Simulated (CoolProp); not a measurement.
Vapour pressure (MPa) of o-xylene: the reference equation beside estimates from Tc = 357.1 °C, pc = 3.737 MPa, ω = 0.312. Clausius-Clapeyron is anchored at 216.75 °C with a constant enthalpy of vaporisation of 30.98 kJ/mol.

Computed with CoolProp (reference Helmholtz-energy equation of state, Zhou 2012).

```csv
T (°C),reference,Lee-Kesler,Clausius-Clapeyron,van der Waals,Redlich-Kwong,Soave-Redlich-Kwong,Peng-Robinson
165.85,0.1732,0.1730,[?],0.7305,0.3134,0.1729,[?]
173.05,0.2046,0.2048,0.2370,[?],0.3593,0.2047,0.2039
180.35,0.2407,0.2415,0.2711,0.8609,[?],0.2413,0.2400
187.65,0.2816,0.2830,0.3088,0.9320,0.4669,0.2829,0.2808
194.95,0.3275,0.3297,0.3503,1.007,0.5285,0.3297,0.3269
202.25,0.3790,0.3820,0.3958,1.085,[?],0.3823,0.3785
209.45,0.4355,0.4395,0.4449,1.166,0.6675,0.4401,0.4354
216.75,0.4992,0.5041,0.4992,1.252,0.7463,0.5054,0.4995
224.05,0.5696,0.5756,0.5582,[?],[?],0.5776,0.5705
231.35,0.6474,0.6544,0.6221,1.437,0.9230,[?],0.6490
238.65,0.7328,0.7409,0.6912,1.535,1.021,0.7453,0.7355
245.95,0.8266,0.8357,0.7657,1.637,1.127,0.8417,0.8304
253.15,0.9276,0.9376,0.8447,1.742,1.237,0.9456,0.9327
260.45,1.039,1.050,0.9306,1.853,1.357,1.060,1.046
```

Problem. Complete the blanks.

Solution. 
- 165.85, Clausius-Clapeyron: 0.2067
- 165.85, Peng-Robinson: 0.1726
- 173.05, van der Waals: 0.7935
- 180.35, Redlich-Kwong: 0.4106
- 202.25, Redlich-Kwong: 0.5956
- 224.05, van der Waals: 1.343
- 224.05, Redlich-Kwong: 0.8314
- 231.35, Soave-Redlich-Kwong: 0.6575

Absolute difference from the reference over all 14 rows, mean and median: Lee-Kesler 0.8 and 1.0 %, Clausius-Clapeyron 7.8 and 7.2 %, van der Waals 174.4 and 159.3 %, Redlich-Kwong 53.0 and 51.4 %, Soave-Redlich-Kwong 1.1 and 1.1 %, Peng-Robinson 0.3 and 0.3 %.
